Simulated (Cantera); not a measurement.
Feed: 1 mol Si₂H₆, 3.9 mol H₂O, equilibrated at 0.0593 Torr.

These are equilibrium values from Cantera (NASA tables, ideal gas, pure condensed phases), not measurements of a reactor. Candidate condensed phases: H₂O, Si, SiO₂; 18 gas species. The feed counts by its element totals alone. The tables hold silica as quartz up to 1696 K and as liquid above; real silica turns to tridymite and cristobalite and melts near 1996 K. Equilibrium is a limit: real reactors are often held back by kinetics, nucleation or transport.

**Question.** At 1325 °C, list the 4 most abundant gas species with their mole fractions, and the condensed phases.

**Answer.** H₂ 0.957, SiO 0.0256, H₂O 0.0115, H 0.00586. Condensed: SiO₂(β-quartz).
